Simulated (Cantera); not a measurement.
Feed: 1 mol SiH2Cl2, 0.13 mol CH4, 350 mol H2, at 133 Pa.

Method: chemical equilibrium by Gibbs-energy minimisation in Cantera with the NASA 1993 tables (ideal gas, pure condensed phases). Candidate condensed phases: C, C6H6, C7H8, C8H18, Si, SiC; 109 gas species. Mutual solubility and eutectic melting of coexisting phases are not modelled. Gases not in the tables: Si2H6 and higher silanes. Kinetics and transport are ignored.

### Question
Which condensed phases are stable at each of these points (T (K)): 1498, 1548, 1598, 1648, 1698, 1748, 1798, 1848, 1898, 1948, 1998, 2048, 2098?

### Answer
```tsv
T (K)	condensed phases	Si condensed (%)
1498	Si(s) + SiC(s)	96.2
1548	Si(s) + SiC(s)	95.4
1598	Si(s) + SiC(s)	93.3
1648	Si(s) + SiC(s)	88.3
1698	Si(l) + SiC(s)	76.4
1748	Si(l) + SiC(s)	53.2
1798	SiC(s)	12.2
1848	SiC(s)	11.8
1898	SiC(s)	10.9
1948	SiC(s)	6.5
1998	gas only	0.0
2048	gas only	0.0
2098	gas only	0.0
```

From 1498 K to 1648 K the condensed part is Si(s) + SiC(s). From 1698 K to 1748 K the condensed part is Si(l) + SiC(s). From 1798 K to 1948 K the condensed part is SiC(s). From 1998 K to 2098 K nothing is condensed.
